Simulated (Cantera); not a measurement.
A closed system holds: 1 mol FeCl3, a varied amount of H2O, 140 mol N2, at 1173.15 K and 63.0 Pa.

Equilibrium computed with Cantera from the NASA thermochemical tables; the gas is ideal and each condensed phase is pure. Candidate condensed phases: Fe, FeCl2, FeCl3, FeO, Fe(OH)2, Fe(OH)3, Fe2O3, Fe3O4, H2O, NH4Cl; 37 gas species. Mutual solubility and eutectic melting of coexisting phases are not modelled. Kinetics and transport are ignored.

What share of the Fe ends up in condensed phases as a function of n(H2O) (mol), at 0.2, 0.29, 0.43, 0.64, 0.95, 1.4, 2.1, 3.1, 4.6, 6.7, 10, 15?


```csv
n(H2O) (mol),Fe condensed (%),as
0.2,0.0,-
0.29,0.0,-
0.43,6.9,Fe2O3(s)
0.64,24.5,Fe2O3(s)
0.95,49.2,Fe2O3(s)
1.4,76.6,Fe2O3(s)
2.1,92.2,Fe2O3(s) + Fe3O4(s)
3.1,96.5,Fe2O3(s) + Fe3O4(s)
4.6,98.1,Fe2O3(s) + Fe3O4(s)
6.7,98.8,Fe2O3(s) + Fe3O4(s)
10,99.3,Fe2O3(s) + Fe3O4(s)
15,99.5,Fe2O3(s) + Fe3O4(s)
```
